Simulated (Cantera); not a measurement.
Cantera with NASA thermochemical tables; ideal gases at 1 bar, condensed phases pure. Values are per mole of reaction as written; species without (g) are pure solids or liquids, kept so even where they would boil at 1 bar. The tables' values for C₂F₄ are old estimates.

C₂F₄(g) + 2 CuF₂(g) ⇌ 2 CF₄(g) + 2 Cu

```json
[
 {"T (K)": "1773", "ΔH° (kJ)": "-618.6", "ΔS° (J/K)": "-200.5", "ΔG° (kJ)": "-263.2", "log10 K": "7.75"},
 {"T (K)": "1873", "ΔH° (kJ)": "-615.6", "ΔS° (J/K)": "-198.8", "ΔG° (kJ)": "-243.2", "log10 K": "6.78"},
 {"T (K)": "1973", "ΔH° (kJ)": "-612.7", "ΔS° (J/K)": "-197.3", "ΔG° (kJ)": "-223.4", "log10 K": "5.92"},
 {"T (K)": "2073", "ΔH° (kJ)": "-609.7", "ΔS° (J/K)": "-195.8", "ΔG° (kJ)": "-203.8", "log10 K": "5.13"},
 {"T (K)": "2173", "ΔH° (kJ)": "(withheld)", "ΔS° (J/K)": "(withheld)", "ΔG° (kJ)": "(withheld)", "log10 K": "(withheld)"},
 {"T (K)": "2273", "ΔH° (kJ)": "(withheld)", "ΔS° (J/K)": "(withheld)", "ΔG° (kJ)": "(withheld)", "log10 K": "(withheld)"},
 {"T (K)": "2373", "ΔH° (kJ)": "(withheld)", "ΔS° (J/K)": "(withheld)", "ΔG° (kJ)": "(withheld)", "log10 K": "(withheld)"},
 {"T (K)": "2473", "ΔH° (kJ)": "-598.4", "ΔS° (J/K)": "-190.8", "ΔG° (kJ)": "-126.5", "log10 K": "2.67"},
 {"T (K)": "2573", "ΔH° (kJ)": "-595.7", "ΔS° (J/K)": "-189.8", "ΔG° (kJ)": "-107.5", "log10 K": "2.18"},
 {"T (K)": "2673", "ΔH° (kJ)": "(withheld)", "ΔS° (J/K)": "(withheld)", "ΔG° (kJ)": "(withheld)", "log10 K": "(withheld)"}
]
```

**Question.** Complete the blanks.

**Answer.** 
- 2173, ΔH° (kJ): -606.8
- 2173, ΔS° (J/K): -194.5
- 2173, ΔG° (kJ): -184.3
- 2173, log10 K: 4.43
- 2273, ΔH° (kJ): -604.0
- 2273, ΔS° (J/K): -193.2
- 2273, ΔG° (kJ): -164.9
- 2273, log10 K: 3.79
- 2373, ΔH° (kJ): -601.2
- 2373, ΔS° (J/K): -192.0
- 2373, ΔG° (kJ): -145.6
- 2373, log10 K: 3.21
- 2673, ΔH° (kJ): -593.1
- 2673, ΔS° (J/K): -188.8
- 2673, ΔG° (kJ): -88.5
- 2673, log10 K: 1.73
